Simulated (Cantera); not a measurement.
Cantera with NASA thermochemical tables; ideal gases at 1 bar, condensed phases pure. Values are per mole of reaction as written; species without (g) are pure solids or liquids, kept so even where they would boil at 1 bar.

**Question.** Between 473 and 1073 K, where is each reaction favourable under standard conditions?
- CaS = S + Ca

**Answer.** 
- CaS = S + Ca: ΔG° is 464 kJ at 473 K and 443 kJ at 1073 K; it stays positive (K < 1). ΔH° is 485 kJ and ΔS° 39 J/K at 1073 K.
